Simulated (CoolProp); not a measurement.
Properties of o-xylene along the isobar 2.18 MPa (Tc = 630.3 K, pc = 3.737 MPa, ω = 0.312).

Computed with CoolProp (reference Helmholtz-energy equation of state, Zhou 2012).

| T (K) | phase | cv (kJ/(kg K)) | Joule-Thomson coefficient (K/MPa) | isothermal compressibility (1/MPa) | viscosity (µPa s) | conductivity (mW/(m K)) |
|---|---|---|---|---|---|---|
| 270.2 | liquid | 1.305 | -0.4946 | 0.0006698 | 1190 | 138 |
| 282.7 | liquid | 1.335 | -0.4810 | 0.0007215 | 966 | 135 |
| 295.1 | liquid | 1.368 | -0.4667 | 0.0007786 | 804 | 132 |
| 307.6 | liquid | 1.402 | -0.4516 | 0.0008428 | 681 | 129 |
| 320 | liquid | 1.437 | -0.4361 | 0.0009142 | 588 | 126 |
| 332.5 | liquid | 1.474 | -0.4198 | 0.0009950 | 513 | 123 |
| 344.9 | liquid | 1.512 | -0.4032 | 0.001085 | 453 | 120 |
| 357.4 | liquid | 1.551 | -0.3858 | 0.001189 | 403 | 117 |
| 369.9 | liquid | 1.591 | -0.3677 | 0.001306 | 362 | 113 |
| 382.3 | liquid | 1.631 | -0.3491 | 0.001439 | 327 | 110 |
| 394.8 | liquid | 1.672 | -0.3293 | 0.001592 | 297 | 107 |

Viscosity comes from a separate model (Cao 2016). Thermal conductivity comes from a separate model (Mylona 2014).
